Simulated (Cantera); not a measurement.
NO annealing gas

A perfectly stirred reactor is fed with NO : N₂ = 1 : 11 (molar parts), at 750 Torr; it is held at 1975 K, and followed from long to short residence time.

Cantera simulation using GRI-Mech 3.0 (53 species, 325 reactions); the numbers are that mechanism's predictions, not measurements.

| τ (s) | x NO | x O | x N₂O | x O₂ | x N₂ |
|---|---|---|---|---|---|
| 3.5 | 0.0419 | 8.12e-5 | 9.62e-7 | 0.0206 | 0.937 |
| 0.69 | 0.0705 | 4.86e-5 | 2.42e-6 | 0.00636 | 0.923 |
| 0.14 | 0.0807 | 2.90e-5 | 3.13e-6 | 0.00129 | 0.918 |
| 0.027 | 0.0828 | 2.20e-5 | 3.24e-6 | 0.000225 | 0.917 |
| 0.0053 | 0.0832 | 1.68e-5 | 3.05e-6 | 3.06e-5 | 0.917 |
| 0.0010 | 0.0833 | 6.51e-6 | 2.23e-6 | 1.30e-6 | 0.917 |
| 0.00021 | 0.0833 | 1.28e-6 | 9.92e-7 | 3.37e-8 | 0.917 |
x: mole fraction; the columns are a selection and need not sum to one.
